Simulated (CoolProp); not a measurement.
Vapour pressure (MPa) of water: the reference equation beside estimates from Tc = 647.1 K, pc = 22.06 MPa, ω = 0.344.

Computed with CoolProp (reference Helmholtz-energy equation of state, Wagner 2002).

```json
[
 {"T (K)": "321.8", "reference": "0.01155", "Lee-Kesler": "0.009071", "van der Waals": "0.5910"},
 {"T (K)": "342.3", "reference": "0.03007", "Lee-Kesler": "0.02517", "van der Waals": "0.8894"},
 {"T (K)": "362.7", "reference": "0.06899", "Lee-Kesler": "0.06083", "van der Waals": "1.279"},
 {"T (K)": "383.2", "reference": "0.1436", "Lee-Kesler": "0.1321", "van der Waals": "1.776"},
 {"T (K)": "403.6", "reference": "0.2739", "Lee-Kesler": "0.2605", "van der Waals": "2.389"},
 {"T (K)": "424", "reference": "0.4871", "Lee-Kesler": "0.4752", "van der Waals": "3.130"},
 {"T (K)": "444.5", "reference": "0.8184", "Lee-Kesler": "0.8135", "van der Waals": "4.014"},
 {"T (K)": "464.9", "reference": "1.304", "Lee-Kesler": "1.313", "van der Waals": "5.044"},
 {"T (K)": "485.4", "reference": "1.995", "Lee-Kesler": "2.025", "van der Waals": "6.237"},
 {"T (K)": "505.8", "reference": "2.935", "Lee-Kesler": "2.991", "van der Waals": "7.591"},
 {"T (K)": "526.3", "reference": "4.192", "Lee-Kesler": "4.275", "van der Waals": "9.126"},
 {"T (K)": "546.7", "reference": "5.815", "Lee-Kesler": "5.921", "van der Waals": "10.83"},
 {"T (K)": "567.1", "reference": "7.880", "Lee-Kesler": "8.001", "van der Waals": "12.73"},
 {"T (K)": "587.6", "reference": "10.48", "Lee-Kesler": "10.60", "van der Waals": "14.83"}
]
```

Absolute difference from the reference over all 14 rows, mean and median: Lee-Kesler 5.4 and 1.9 %, van der Waals 959.7 and 338.6 %.
